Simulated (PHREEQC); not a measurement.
Consider water at 20 °C with 0.017 mol K2SO4 and 0.0024 mol ZnSO4 per kg of water. Closed to the air; pH follows from the charge balance.

The numbers come from PHREEQC with the ion-association model, wateq4f.dat.

**Question.** The ionic strength comes out as 0.0529 mol/kgw. What activity coefficients do KSO4-, ZnOH+, Zn(SO4)2-2, SO4-2, K+ get?

**Answer.** KSO4- 0.83, ZnOH+ 0.82, Zn(SO4)2-2 0.45, SO4-2 0.46, K+ 0.81.

Precipitation was switched off in this run. Species that the database lacks are ignored.
